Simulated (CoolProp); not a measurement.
R1336mzz(Z) along the isobar 0.101 MPa: Z from the reference equation and from simpler models built on Tc = 444.5 K, pc = 2.904 MPa, ω = 0.386; each cubic takes its own stable root.

Computed with CoolProp (reference Helmholtz-energy equation of state, McLinden 2020).

```csv
T (K),phase,reference
304.3,liquid,0.004856
309,gas,0.9497
313.7,gas,0.9527
318.5,gas,0.9555
323.2,gas,0.9581
327.9,gas,0.9605
332.7,gas,0.9627
337.4,gas,0.9647
342.1,gas,0.9666
346.9,gas,0.9684
351.6,gas,0.9700
356.3,gas,0.9715
361.1,gas,0.9729
365.8,gas,0.9742
```

### Question
How far does each simpler model (van der Waals, Redlich-Kwong, Peng-Robinson) lie from the reference over these 14 states: mean and median of the absolute difference, and the worst?

### Answer
- van der Waals: mean 1427.7 %, median 1.6 %, worst +19965.9 % at 304.3 K and 0.101 MPa
- Redlich-Kwong: mean 1413.3 %, median 1.0 %, worst +19772.3 % at 304.3 K and 0.101 MPa
- Peng-Robinson: mean 0.7 %, median 0.4 %, worst +3.7 % at 304.3 K and 0.101 MPa

At some of these states van der Waals, Redlich-Kwong gives the other phase, because its saturation line lies elsewhere.
